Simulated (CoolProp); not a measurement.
Vapour-liquid equilibrium of R143a (1) + R125 (2) at 180.2 K; x and y are mole fractions of (1).

Model: multi-fluid Helmholtz-energy mixture model, Lemmon and Jacobsen 2000 and Lemmon 2005; pair parameters Lemmon 2004, in CoolProp.

```
x      bubble pressure, mixture model (bar)  bubble pressure, Raoult's law (bar)  y, mixture model  y, Raoult's law
-----  ------------------------------------  -----------------------------------  ----------------  ---------------
0.05                                0.05657                              0.05739                 …            0.053
0.125                               0.05569                              0.05761                 …            0.131
0.2                                       …                              0.05784             0.178            0.208
0.275                               0.05443                              0.05807             0.256            0.285
0.35                                0.05409                              0.05830             0.339            0.362
0.425                               0.05398                              0.05853             0.425            0.438
0.5                                 0.05410                              0.05876             0.513            0.513
0.575                               0.05446                              0.05899             0.599            0.588
0.65                                0.05504                              0.05922             0.683            0.662
0.725                               0.05585                              0.05945                 …            0.735
0.8                                 0.05685                              0.05967                 …            0.808
0.875                               0.05803                              0.05990                 …            0.881
0.95                                0.05935                              0.06013             0.964            0.952
```

Some entries are withheld; supply them.


- 0.05, y, mixture model: 0.040
- 0.125, y, mixture model: 0.105
- 0.2, bubble pressure, mixture model (bar): 0.05497
- 0.725, y, mixture model: 0.763
- 0.8, y, mixture model: 0.837
- 0.875, y, mixture model: 0.904

The largest gap from Raoult's law is -7.9 % in bubble pressure, at x = 0.5. y crosses x between x = 0.35 and 0.425: the model has an azeotrope there.

The pair parameters rest on a limited set of measurements; away from them the model extrapolates.
